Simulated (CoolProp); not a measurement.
Properties of R227EA along the isotherm 201.85 °C (Tc = 101.8 °C, pc = 2.925 MPa, ω = 0.358).

Model: reference Helmholtz-energy equation of state, Lemmon 2016, in CoolProp.

| p (MPa) | phase | Z | cp (kJ/(kg K)) | speed of sound (m/s) | isothermal compressibility (1/MPa) | viscosity (µPa s) | conductivity (mW/(m K)) |
|---|---|---|---|---|---|---|---|
| 0.0914 | gas | 0.9955 | 1.035 | 155.5 | 10.99 | 18.2 | 27.0 |
| 0.183 | gas | 0.9910 | 1.036 | 154.9 | 5.514 | 18.2 | 27.1 |
| 0.274 | gas | 0.9866 | 1.038 | 154.3 | 3.699 | 18.2 | 27.2 |
| 0.366 | gas | 0.9821 | [?] | 153.7 | 2.782 | 18.3 | 27.3 |
| 0.457 | gas | 0.9776 | 1.042 | 153.1 | 2.238 | 18.3 | 27.4 |
| 0.548 | gas | 0.9731 | 1.044 | 152.6 | 1.875 | 18.3 | 27.5 |
| 0.64 | gas | 0.9686 | 1.046 | 152.0 | [?] | 18.4 | 27.6 |
| 0.731 | gas | 0.9641 | 1.049 | 151.4 | 1.419 | 18.4 | 27.7 |
| 0.823 | gas | 0.9596 | 1.051 | 150.8 | [?] | 18.5 | 27.8 |
| 0.914 | gas | 0.9551 | 1.053 | 150.2 | 1.146 | 18.5 | 27.9 |
| 1.01 | gas | 0.9504 | 1.055 | 149.6 | 1.042 | 18.6 | 27.9 |
| 1.1 | gas | 0.9460 | 1.058 | 149.0 | 0.9611 | 18.6 | 28.0 |
| 1.19 | gas | 0.9415 | 1.060 | 148.4 | 0.8926 | 18.7 | 28.1 |
| 1.28 | gas | 0.9371 | 1.062 | 147.8 | 0.8338 | 18.7 | 28.2 |
| 1.37 | gas | 0.9327 | 1.065 | 147.2 | 0.7828 | 18.8 | 28.3 |
| 1.46 | gas | 0.9282 | 1.067 | 146.7 | 0.7380 | 18.8 | 28.4 |

### Question
Some entries are withheld; supply them.

### Answer

- 0.366, cp (kJ/(kg K)): 1.040
- 0.64, isothermal compressibility (1/MPa): 1.613
- 0.823, isothermal compressibility (1/MPa): 1.266

Viscosity comes from a separate model (Huber 2003), an estimate that may be off by 10 % or more. Thermal conductivity comes from a separate model (Huber 2003), an estimate that may be off by 10 % or more.
